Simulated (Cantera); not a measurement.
Input (Python, Cantera):

```python
import numpy as np
import cantera as ct

gas = ct.Solution("gri30.yaml")
gas.TPX = 1150, 980000, {'CO': 0.028, 'O2': 0.057, 'H2O': 0.031, 'N2': 1, 'H2': 0.016}
reactor = ct.IdealGasConstPressureReactor(gas, energy="off", clone=False)
net = ct.ReactorNet([reactor])
net.rtol, net.atol = 1e-08, 1e-18
show = ['CO', 'O2', 'H2O', 'CO2', 'H', 'OH', 'O']
times = np.geomspace(0.0001, 3, 15)

steps = ct.SolutionArray(gas, extra=["t"])
rows = []
print(f"{'t/s':>10s}{'T/K':>9s}{'P/Pa':>11s}" + "".join(f"{s:>11s}" for s in show))
for t in times:
    while net.time < t:
        t_next = net.step()
        steps.append(gas.state, t=t_next)
    rows.append([np.interp(t, steps.t, y) for y in (steps.T, steps.P, *steps(*show).X.T)])
    print(f"{t:10.3e}{rows[-1][0]:9.1f}{rows[-1][1]:11.4g}" + "".join(f"{x:11.3e}" for x in rows[-1][2:]))
rate = np.gradient(steps.T, steps.t)
print("integrator steps:", len(steps.t))
if steps.T.max() > steps.T[0] + 200:
    print(f"time of steepest temperature rise: {steps.t[rate.argmax()]:.4e} s")
gas.TPX = 1150, 980000, {'CO': 0.028, 'O2': 0.057, 'H2O': 0.031, 'N2': 1, 'H2': 0.016}
gas.equilibrate("TP")
print(f"equilibrium (TP): T = {gas.T:.1f} K  " + "  ".join(f"{s} {gas[s].X[0]:.3e}" for s in show))
```

Output:

```
       t/s      T/K       P/Pa         CO         O2        H2O        CO2          H         OH          O
 1.000e-04   1150.0    9.8e+05  2.473e-02  5.035e-02  2.739e-02  2.158e-07  2.594e-09  2.021e-09  2.873e-09
 2.088e-04   1150.0    9.8e+05  2.473e-02  5.035e-02  2.739e-02  1.467e-06  1.116e-08  9.074e-09  1.114e-08
 4.361e-04   1150.0    9.8e+05  2.471e-02  5.031e-02  2.742e-02  2.585e-05  1.616e-07  1.408e-07  1.520e-07
 9.107e-04   1150.0    9.8e+05  2.408e-02  4.913e-02  2.900e-02  6.826e-04  1.901e-06  2.255e-06  1.667e-06
 1.902e-03   1150.0    9.8e+05  2.182e-02  4.553e-02  3.441e-02  3.036e-03  1.335e-06  2.347e-06  1.634e-06
 3.972e-03   1150.0    9.8e+05  1.859e-02  4.189e-02  3.895e-02  6.360e-03  5.603e-07  1.718e-06  1.206e-06
 8.294e-03   1150.0    9.8e+05  1.489e-02  3.910e-02  4.121e-02  1.014e-02  2.049e-07  1.151e-06  8.104e-07
 1.732e-02   1150.0    9.8e+05  1.092e-02  3.688e-02  4.195e-02  1.417e-02  9.069e-08  8.429e-07  5.192e-07
 3.617e-02   1150.0    9.8e+05  6.717e-03  3.479e-02  4.216e-02  1.842e-02  4.432e-08  6.656e-07  2.918e-07
 7.554e-02   1150.0    9.8e+05  3.198e-03  3.308e-02  4.226e-02  2.199e-02  1.612e-08  4.712e-07  1.179e-07
 1.577e-01   1150.0    9.8e+05  1.208e-03  3.212e-02  4.231e-02  2.400e-02  4.076e-09  2.862e-07  3.293e-08
 3.294e-01   1150.0    9.8e+05  3.825e-04  3.172e-02  4.233e-02  2.484e-02  8.818e-10  1.688e-07  7.633e-09
 6.879e-01   1150.0    9.8e+05  9.266e-05  3.158e-02  4.234e-02  2.513e-02  1.791e-10  1.123e-07  1.634e-09
 1.437e+00   1150.0    9.8e+05  1.126e-05  3.154e-02  4.234e-02  2.521e-02  2.441e-11  9.761e-08  2.617e-10
 3.000e+00   1150.0    9.8e+05  6.460e-09  3.153e-02  4.234e-02  2.523e-02  4.679e-13  3.355e-07  4.683e-10
integrator steps: 1681
equilibrium (TP): T = 1150.0 K  CO 2.334e-10  O2 3.150e-02  H2O 4.234e-02  CO2 2.523e-02  H 4.355e-13  OH 3.383e-07  O 4.743e-10
```

Detailed kinetics in Cantera: GRI-Mech 3.0 (53 species, 325 reactions). The hydrogen kinetics of GRI-Mech 3.0 are dated; newer H2 mechanisms differ, most at raised pressure. The temperature is held fixed by assumption; the heat of reaction is taken as removed at once.
